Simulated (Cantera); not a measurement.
An isothermal, constant-pressure homogeneous reactor starts with C₂H₆ : N₂ = 1 : 1 (molar parts), at 1250 K and 10.00 Torr.

Computed with Cantera and GRI-Mech 3.0 (53 species, 325 reactions). GRI-Mech 3.0 stops at C3 and has no aromatics, soot or wall deposition, so with more carbon than oxygen in the feed, carbon stays in small species such as C2H2 where larger ones or solid carbon would form. Radical loss at walls, strong at low pressure, is not modelled.

Task: Predict: x(C₂H₆) at 200 s; x(CH₃) at 200 s; x(C₂H₄) at 200 s; x(CH₄) at 200 s.

Result: 
```
Property                                           Result
----------------  ---------------------------------------
x(C₂H₆) at 200 s  5.27e-6 (gas-phase equilibrium 3.52e-6)
x(CH₃) at 200 s   7.20e-6 (gas-phase equilibrium 4.76e-6)
x(C₂H₄) at 200 s  0.00697 (gas-phase equilibrium 0.00676)
x(CH₄) at 200 s     0.0871 (gas-phase equilibrium 0.0394)
```
